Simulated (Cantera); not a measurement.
Input: 1 mol CH2F2, 0.57 mol F2, 0.078 mol H2, held at 1.00 Torr.

Cantera equilibrium calculation (NASA polynomials, part measured and part estimated; ideal gas, pure solids and liquids). Candidate condensed phases: C, C6H6, C7H8, C8H18; 95 gas species. Kinetics and transport are ignored.

Q: At 2802 °C, list the 4 most abundant gas species with their mole fractions, and the condensed phases.

A: F 0.381, HF 0.322, H 0.175, C3 0.0493. Condensed: gas only.
